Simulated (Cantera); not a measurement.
Charge: 1 mol Ti, 17 mol CO, held at 1473.15 K and 0.100 bar.

Method: chemical equilibrium by Gibbs-energy minimisation in Cantera with the NASA 1993 tables (ideal gas, pure condensed phases). Candidate condensed phases: C, Ti, TiC, TiO, TiO2, Ti2O3, Ti3O5, Ti4O7; 15 gas species. Mutual solubility and eutectic melting of coexisting phases are not modelled. TiC: taken at fixed stoichiometry. Equilibrium is a limit: real reactors are often held back by kinetics, nucleation or transport.

Task: What is the equilibrium state?

Result: 
```
Quantity                                    Value
--------------------------------------  ---------
x(CO)                                       1.000
x(CO2)                                   0.000120
n(TiC(s))                               0.626 mol
n(Ti3O5(s))                             0.125 mol
gas amount                              16.37 mol
log10 activity of Ti2O3(s) (absent)         -0.01
log10 activity of C(graphite) (absent)      -0.15
log10 activity of Ti4O7(s) (absent)         -0.35
```
